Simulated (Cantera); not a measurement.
Charge: 1 mol CuO, 0.52 mol H₂, held at 140 Pa.

Equilibrium computed with Cantera from the NASA thermochemical tables; the gas is ideal and each condensed phase is pure. Candidate condensed phases: Cu, CuO, Cu(OH)₂, Cu₂O, H₂O; 12 gas species. Mutual solubility and eutectic melting of coexisting phases are not modelled. The numbers say what is thermodynamically allowed, not how fast it happens.

Question: At 1375 K, list the 5 most abundant gas species with their mole fractions, and the condensed phases.

Answer: H₂O 0.995, O₂ 0.00441, Cu 0.000588, OH 0.000148, H₂ 0.000122. Condensed: Cu(l) + Cu₂O(s).
